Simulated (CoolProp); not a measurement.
Properties of ethanol along the isobar 0.777 MPa (Tc = 514.7 K, pc = 6.268 MPa, ω = 0.644).

The numbers come from the reference Helmholtz-energy equation of state, Schroeder 2014 in CoolProp.

```csv
T (K),phase,Z,cp (kJ/(kg K)),isothermal compressibility (1/MPa),expansivity (1/kK),conductivity (mW/(m K)),fugacity coefficient
275.9,liquid,0.01939,2.274,0.0009966,1.049,169,0.002540
310.2,liquid,0.01790,2.532,0.001253,1.125,162,0.01990
344.6,liquid,0.01679,2.856,0.001626,1.289,156,0.09729
378.9,liquid,0.01604,3.239,0.002263,1.606,150,0.3332
413.3,liquid,0.01569,3.698,0.003616,2.223,144,0.8743
447.6,gas,0.9212,2.233,1.407,3.265,33.2,0.9271
482,gas,0.9467,2.228,1.363,2.681,37.2,0.9494
516.3,gas,0.9626,2.264,1.339,2.318,41.4,0.9638
```

Thermal conductivity comes from a separate model (Assael 2013).
